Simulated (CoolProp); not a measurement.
Model: reference Helmholtz-energy equation of state, Penoncello 2003, in CoolProp.

### Question
Give the vapour pressure (kPa), vapour density (kg/m³), liquid cp (kJ/(kg K)), liquid viscosity (µPa s) of saturated CHF3 (R23) at -38.75, -14.75 °C.

### Answer
| T (°C) | p (kPa) | vapour density (kg/m³) | liquid cp (kJ/(kg K)) | liquid viscosity (µPa s) |
|---|---|---|---|---|
| -38.75 | 740 | 31.4 | 1.38 | 163 |
| -14.75 | 1640 | 72.2 | 1.58 | 117 |

Viscosity comes from a separate model (Shan 2000).
